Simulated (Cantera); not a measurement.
Cantera with NASA thermochemical tables; ideal gases at 1 bar, condensed phases pure. Values are per mole of reaction as written; species without (g) are pure solids or liquids, kept so even where they would boil at 1 bar.

Cu + H₂O₂(g) ⇌ Cu(OH)₂, with ΔH° = -314.0 kJ and ΔS° = -159.1 J/K at 300 K.

**Question.** How far is the shortcut ΔG° ≈ ΔH°(300 K) − T·ΔS°(300 K) from the full temperature-dependent value at 473, 623, 773, 923, 1073, 1223, 1373 K?

**Answer.** 
```json
[
 {"T (K)": "473", "shortcut (kJ)": "-238.8", "full (kJ)": "-239.9", "difference (kJ)": "1.2", "difference in log10 K": "-0.13", "condensed phases": "Cu(s), Cu(OH)₂(s)"},
 {"T (K)": "623", "shortcut (kJ)": "-214.9", "full (kJ)": "-218.6", "difference (kJ)": "3.7", "difference in log10 K": "-0.31", "condensed phases": "Cu(s), Cu(OH)₂(s)"},
 {"T (K)": "773", "shortcut (kJ)": "-191.0", "full (kJ)": "-198.2", "difference (kJ)": "7.2", "difference in log10 K": "-0.49", "condensed phases": "Cu(s), Cu(OH)₂(s)"},
 {"T (K)": "923", "shortcut (kJ)": "-167.1", "full (kJ)": "-178.8", "difference (kJ)": "11.6", "difference in log10 K": "-0.66", "condensed phases": "Cu(s), Cu(OH)₂(s)"},
 {"T (K)": "1073", "shortcut (kJ)": "-143.3", "full (kJ)": "-160.0", "difference (kJ)": "16.7", "difference in log10 K": "-0.81", "condensed phases": "Cu(s), Cu(OH)₂(s)"},
 {"T (K)": "1223", "shortcut (kJ)": "-119.4", "full (kJ)": "-141.8", "difference (kJ)": "22.4", "difference in log10 K": "-0.96", "condensed phases": "Cu(s), Cu(OH)₂(s)"},
 {"T (K)": "1373", "shortcut (kJ)": "-95.5", "full (kJ)": "-123.9", "difference (kJ)": "28.4", "difference in log10 K": "-1.08", "condensed phases": "Cu(l), Cu(OH)₂(s)"}
]
```
The shortcut ignores heat capacities and the phase changes listed.
